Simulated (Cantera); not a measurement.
# Hydrocarbon pyrolysis for carbon deposition

An isothermal, constant-pressure homogeneous reactor starts with C2H4 : H2 : N2 = 1 : 7.5 : 0.026 (molar parts), at 1350 K and 28000 Pa.

Detailed kinetics in Cantera: GRI-Mech 3.0 (53 species, 325 reactions). GRI-Mech 3.0 was tuned for natural gas; its chemistry of ethylene as a main component is partial and can be far from experiment. GRI-Mech 3.0 stops at C3 and has no aromatics, soot or wall deposition, so with more carbon than oxygen in the feed, carbon stays in small species such as C2H2 where larger ones or solid carbon would form.

| t (s) | x C2H4 | x H2 | x C2H | x CH4 | x C2H6 | x C2H2 |
|---|---|---|---|---|---|---|
| 5.00e-5 | 0.117 | 0.880 | <1e-12 | <1e-12 | 8.95e-10 | 2.45e-6 |
| 0.000132 | 0.117 | 0.880 | <1e-12 | 1.40e-11 | 5.74e-9 | 6.50e-6 |
| 0.000349 | 0.117 | 0.880 | <1e-12 | 2.62e-10 | 3.86e-8 | 1.73e-5 |
| 0.000920 | 0.117 | 0.880 | <1e-12 | 4.90e-9 | 2.69e-7 | 4.66e-5 |
| 0.00243 | 0.117 | 0.880 | <1e-12 | 9.88e-8 | 2.13e-6 | 0.000131 |
| 0.00642 | 0.117 | 0.880 | <1e-12 | 3.83e-6 | 3.37e-5 | 0.000519 |
| 0.0169 | 0.107 | 0.880 | 1.46e-10 | 0.000739 | 0.000585 | 0.00862 |
| 0.0447 | 0.0742 | 0.881 | 6.59e-10 | 0.00497 | 0.000489 | 0.0362 |
| 0.118 | 0.0401 | 0.881 | 1.05e-9 | 0.0110 | 0.000260 | 0.0645 |
| 0.312 | 0.0268 | 0.878 | 1.01e-9 | 0.0184 | 0.000170 | 0.0736 |
| 0.823 | 0.0246 | 0.871 | 8.20e-10 | 0.0311 | 0.000154 | 0.0706 |
| 2.17 | 0.0222 | 0.858 | 5.76e-10 | 0.0532 | 0.000138 | 0.0640 |
| 5.74 | 0.0187 | 0.839 | 3.58e-10 | 0.0849 | 0.000115 | 0.0546 |
| 15.1 | 0.0146 | 0.816 | 2.07e-10 | 0.122 | 9.06e-5 | 0.0435 |
| 40.0 | 0.0111 | 0.797 | 1.26e-10 | 0.155 | 7.22e-5 | 0.0336 |
x: mole fraction; the columns are a selection and need not sum to one.

Equilibrium at this temperature and pressure: C2H4 0.00935, H2 0.789, C2H 9.67e-11, CH4 0.169, C2H6 6.36e-5, C2H2 0.0283 (gas phase only).
